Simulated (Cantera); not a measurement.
Input: 1 mol MgSO₄, 6.9 mol CO₂, held at 1523.15 K and 825 Torr.

Equilibrium computed with Cantera from the NASA thermochemical tables; the gas is ideal and each condensed phase is pure. Candidate condensed phases: C, Mg, MgCO₃, MgO, MgS, MgSO₄, S; 26 gas species. Equilibrium is a limit: real reactors are often held back by kinetics, nucleation or transport.

Base state: CO₂ 0.822, SO₂ 0.118, O₂ 0.0591, SO₃ 0.00100, CO 2.22e-5 (mole fractions); condensed: MgO(s).

What changes in the equilibrium state with this change: CO₂ from 6.9 to 0.33 mol?


```tsv
species	before	after
SO₂	0.118	0.539
O₂	0.0591	0.270
CO₂	0.822	0.181
SO₃	0.00100	0.00977
CO	2.22e-5	2.29e-6
MgO(s), mol	1.00	1.00
```
